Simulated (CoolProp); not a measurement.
o-xylene along the isobar 39.3 bar: density (kg/m³) from the reference equation and from simpler models built on Tc = 630.3 K, pc = 37.37 bar, ω = 0.312; each cubic takes its own stable root.

Values from CoolProp's reference Helmholtz-energy equation of state, Zhou 2012.

```csv
T (K),phase,reference
344.1,liquid,840.2
374.7,liquid,813.8
405.4,liquid,786.4
436.1,liquid,757.6
466.7,liquid,727.1
497.4,liquid,694.0
528,liquid,657.1
558.7,liquid,613.7
589.3,liquid,558.3
620,liquid,464.7
```

Problem. How far does each simpler model (Soave-Redlich-Kwong, Peng-Robinson) lie from the reference over these 10 states: mean and median of the absolute difference, and the worst?

Solution. 
- Soave-Redlich-Kwong: mean 13.4 %, median 11.8 %, worst -20.4 % at 620 K and 39.3 bar
- Peng-Robinson: mean 2.5 %, median 0.5 %, worst -11.4 % at 620 K and 39.3 bar
